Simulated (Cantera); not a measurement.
## Reactions in the system Br-Ca-H

Source: NASA polynomial tables (part measured, part estimated), evaluated in Cantera. Values are per mole of reaction as written; species without (g) are pure solids or liquids, kept so even where they would boil at 1 bar.

2 H(g) + CaBr2 ⇌ Ca(g) + 2 HBr(g)

| T (K) | ΔH° (kJ) | ΔS° (J/K) | ΔG° (kJ) | log10 K | condensed phases |
|---|---|---|---|---|---|
| 650 | 337.9 | 161.7 | 232.8 | -18.71 | CaBr2(s) |
| 800 | 331.6 | 153.0 | 209.2 | -13.66 | CaBr2(s) |
| 950 | 325.2 | 145.6 | 186.8 | -10.27 | CaBr2(s) |
| 1100 | 287.4 | 108.5 | 168.0 | -7.98 | CaBr2(l) |
| 1250 | 277.3 | 99.9 | 152.4 | -6.37 | CaBr2(l) |
| 1400 | 267.4 | 92.5 | 138.0 | -5.15 | CaBr2(l) |
| 1550 | 257.7 | 85.9 | 124.6 | -4.20 | CaBr2(l) |
